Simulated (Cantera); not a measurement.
## Reactions in the system B-F-H-O

Standard-state values (1 bar) from the NASA 1993 polynomials, evaluated with Cantera. Values are per mole of reaction as written; species without (g) are pure solids or liquids, kept so even where they would boil at 1 bar.

2 H₂O(g) + B + 3 F(g) = HBO₂(g) + 3 HF(g)

```tsv
T (K)	ΔH° (kJ)	ΔS° (J/K)	ΔG° (kJ)	log10 K
300	-1132.8	-98.8	-1103.2	192.08
875	-1141.7	-115.6	-1040.6	62.12
925	-1142.4	-116.4	-1034.8	58.43
975	-1143.2	-117.2	-1028.9	55.12
1025	-1143.9	-117.9	-1023.1	52.13
1075	-1144.6	-118.6	-1017.1	49.42
1125	-1145.3	-119.2	-1011.2	46.95
1175	-1146.1	-119.9	-1005.2	44.69
1225	-1146.8	-120.5	-999.2	42.61
1275	-1147.5	-121.1	-993.2	40.69
```
